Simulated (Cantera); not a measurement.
Mixture: CO : H2 : CH4 : O2 : N2 = 1 : 1.4 : 0.059 : 1.01 : 3.81 (molar parts), equivalence ratio 1.3, at 760 Torr, adiabatic and at constant volume. Ignition delay is the time to a rise of 400 K.

Computed with Cantera and GRI-Mech 3.0 (53 species, 325 reactions). Where the delays flatten at high temperature, the 400 K rule measures the pace of heat release, not the induction time.

| quantity | before | after |
|---|---|---|
| delay at 1200 K | 57.1 µs | 23.1 µs |
| delay at 1300 K | 34.8 µs | 11.4 µs |
| delay at 1400 K | 23.8 µs | 7.04 µs |
| delay at 1500 K | 17.9 µs | 4.88 µs |
| delay at 1600 K | 14.6 µs | 3.65 µs |

Task: Name the change that produced these shifts.
A) CO 1 to 2.1 parts
B) constant pressure in place of constant volume
C) pressure from 760 Torr to 2630 Torr
D) CH4 0.059 to 0.031 parts

Result: C, pressure from 760 Torr to 2630 Torr
